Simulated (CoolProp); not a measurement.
A simple Rankine cycle with dimethyl ether: condensing at 313.15 K, boiler at 4.53 MPa, turbine inlet 396 K, turbine efficiency 0.9, pump efficiency 0.8, no recuperator. Each further row changes one setting.

Computed with CoolProp (reference Helmholtz-energy equation of state, Wu 2011).

```json
[
 {"case": "as stated", "thermal efficiency (%)": "13.5", "net work (kJ/kg)": "55.5", "heat in (kJ/kg)": "412", "turbine exit temperature (K)": "313.1", "volume ratio over the turbine": "6.01"},
 {"case": "turbine inlet 416 K", "thermal efficiency (%)": "14.3", "net work (kJ/kg)": "68.8", "heat in (kJ/kg)": "479", "turbine exit temperature (K)": "331.8", "volume ratio over the turbine": "5.35"},
 {"case": "condensing temperature 305.15 K", "thermal efficiency (%)": "14.8", "net work (kJ/kg)": "63.9", "heat in (kJ/kg)": "432", "turbine exit temperature (K)": "305.1", "volume ratio over the turbine": "7.40"},
 {"case": "boiler pressure 3.17 MPa", "thermal efficiency (%)": "11.9", "net work (kJ/kg)": "56.1", "heat in (kJ/kg)": "470", "turbine exit temperature (K)": "333.9", "volume ratio over the turbine": "3.60"},
 {"case": "turbine efficiency 0.8", "thermal efficiency (%)": "11.8", "net work (kJ/kg)": "48.6", "heat in (kJ/kg)": "412", "turbine exit temperature (K)": "313.1", "volume ratio over the turbine": "6.12"}
]
```

The expansion ends wet for: as stated; condensing temperature 305.15 K; turbine efficiency 0.8.
